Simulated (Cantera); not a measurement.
Cantera run:

```python
import numpy as np
import cantera as ct

gas_names = """
    C CN CO CO2 C2 CCN CNC C2N2 C2O C3 C3O2 C4 C4N2 C5 N NCO NO NO2 NO3 N2 N2O O O2 O3 Pb PbO Pb2
""".split()
cond_names = """
    C(gr) Pb(cr) Pb(L) PbO(rd) PbO(yw) PbO(L) PbO2(s) Pb3O4(s)
""".split()


def load(file, names, dense=False):
    # The tables refer to 1 bar. Condensed volumes are neglected.
    table = {s.name: s for s in ct.Species.list_from_file(file)}
    out = []
    for n in names:
        d = dict(table[n].input_data)
        d["thermo"] = dict(d["thermo"], **{"reference-pressure": 1e5})
        if dense:
            d["equation-of-state"] = {"model": "constant-volume", "density": "1e6 g/cm^3"}
        out.append(ct.Species.from_dict(d))
    return out


gas = ct.Solution(thermo="ideal-gas", species=load("nasa_gas.yaml", gas_names))
cond = {s.name: ct.Solution(thermo="fixed-stoichiometry", species=[s], name=s.name)
        for s in load("nasa_condensed.yaml", cond_names, dense=True)}
atoms = {
    'Pb': {'Pb': 1},
    'CO': {'C': 1, 'O': 1},
    'N2': {'N': 2},
}
top_T = {'C(gr)': 4500, 'Pb3O4(s)': 820}  # K; cautious upper limits of use, not melting points


def equilibrate(T, P, feed):
    n = {}
    for name, mol in feed.items():
        for a, k in atoms[name].items():
            n[a] = n.get(a, 0.0) + k * mol
    gas.TPX = T, P, n
    mass = sum(n.values()) * gas.mean_molecular_weight
    gas.equilibrate("TP")
    valid = [c for c in cond.values() if c.min_temp <= T <= top_T.get(c.name, c.max_temp)]
    mix = ct.Mixture([(gas, mass / gas.mean_molecular_weight)] + [(c, 0.0) for c in valid])
    mix.T, mix.P = T, P
    mix.equilibrate("TP", solver="vcs", rtol=1e-11, max_steps=5000)
    return mix


results = []
feed = {'Pb': 1, 'CO': 0.33, 'N2': 2.8}  # mol
T = 725  # K
P = 20000  # Pa
mix = equilibrate(T, P, feed)
results.append((T, P, feed, dict(zip(mix.species_names, mix.species_moles))))
x = sorted(zip(gas.X, gas.species_names), reverse=True)
print(f"T = {T:g} K  P = {P:g} Pa  gas = {mix.phase_moles(0):.4g} mol")
print("   x: " + "  ".join(f"{s} {v:.3e}" for v, s in x if v > 0.0001))
print("   condensed (mol): " + ("  ".join(f"{mix.phase(i).name} {mix.phase_moles(i):.4g}"
      for i in range(1, mix.n_phases) if mix.phase_moles(i) > 1e-12) or "none"))
```

Output:

```
T = 725 K  P = 20000 Pa  gas = 2.984 mol
   x: N2 9.382e-01  CO2 4.880e-02  CO 1.298e-02
   condensed (mol): C(gr) 0.1456  Pb(L) 1
```

Equilibrium computed with Cantera from the NASA thermochemical tables; the gas is ideal and each condensed phase is pure.
